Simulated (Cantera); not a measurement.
An adiabatic, constant-volume homogeneous reactor starts with CH4 : CO : O2 : N2 = 1 : 0.11 : 3.74 : 14 (molar parts), equivalence ratio 0.55, at 1700 K and 1000000 Pa. Integrator tolerance rtol = 1e-08.

Computed with Cantera and GRI-Mech 3.0 (53 species, 325 reactions).

```json
[
 {"quantity": "time of steepest temperature rise", "before": "28.1 µs", "after": "54.5 ms"},
 {"quantity": "temperature at 6.00 s", "before": "2847 K", "after": "2427 K"},
 {"quantity": "equilibrium temperature", "before": "2847 K", "after": "2427 K"},
 {"quantity": "x(CH4) at 6.00 s", "before": "<1e-12 (gas-phase equilibrium <1e-12)", "after": "<1e-12 (gas-phase equilibrium <1e-12)"},
 {"quantity": "x(CO) at 6.00 s", "before": "0.00817 (gas-phase equilibrium 0.00817)", "after": "0.00103 (gas-phase equilibrium 0.00103)"},
 {"quantity": "x(O2) at 6.00 s", "before": "0.0768 (gas-phase equilibrium 0.0768)", "after": "0.0826 (gas-phase equilibrium 0.0826)"},
 {"quantity": "x(HO2) at 6.00 s", "before": "2.94e-5 (gas-phase equilibrium 2.94e-5)", "after": "1.31e-5 (gas-phase equilibrium 1.31e-5)"},
 {"quantity": "x(H2O2) at 6.00 s", "before": "1.48e-6 (gas-phase equilibrium 1.48e-6)", "after": "8.71e-7 (gas-phase equilibrium 8.71e-7)"},
 {"quantity": "x(C2H6) at 6.00 s", "before": "<1e-12 (gas-phase equilibrium <1e-12)", "after": "<1e-12 (gas-phase equilibrium <1e-12)"}
]
```

### Question
Which change was made?
(A) initial temperature 1700 to 1723 K
(B) initial temperature 1700 to 1325 K
(C) initial temperature 1700 to 1025 K
(D) pressure from 1000000 Pa to 101000 Pa

### Answer
C, initial temperature 1700 to 1025 K
